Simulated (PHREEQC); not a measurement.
Dissolve 17 mmol/kgw NiCl2, 8.3 mmol/kgw KCl and 0.12 mmol/kgw H2SO4 at 20 °C. Closed to the air; pH follows from the charge balance.

Computed with PHREEQC (ion-association model, wateq4f.dat).

The pH is 3.69, the ionic strength is 0.0578 mol/kgw and the total alkalinity is -0.240 meq/kg.

```json
[
 {"species": "Cl-", "molality": "0.0414", "activity": "0.0333", "log γ": "-0.094"},
 {"species": "Ni+2", "molality": "0.0162", "activity": "0.00710", "log γ": "-0.357"},
 {"species": "K+", "molality": "0.00830", "activity": "0.00668", "log γ": "-0.094"},
 {"species": "NiCl+", "molality": "0.000730", "activity": "0.000594", "log γ": "-0.089"},
 {"species": "H+", "molality": "0.000239", "activity": "0.000203", "log γ": "-0.071"},
 {"species": "SO4-2", "molality": "7.43e-5", "activity": "3.31e-5", "log γ": "-0.351"},
 {"species": "NiCl2", "molality": "7.10e-5", "activity": "7.19e-5", "log γ": "0.006"},
 {"species": "NiSO4", "molality": "4.33e-5", "activity": "4.39e-5", "log γ": "0.006"},
 {"species": "KSO4-", "molality": "1.73e-6", "activity": "1.42e-6", "log γ": "-0.085"},
 {"species": "HSO4-", "molality": "7.22e-7", "activity": "5.87e-7", "log γ": "-0.090"},
 {"species": "NiOH+", "molality": "4.14e-9", "activity": "3.37e-9", "log γ": "-0.089"}
]
```

This is a speciation only: nothing precipitates in the calculation.
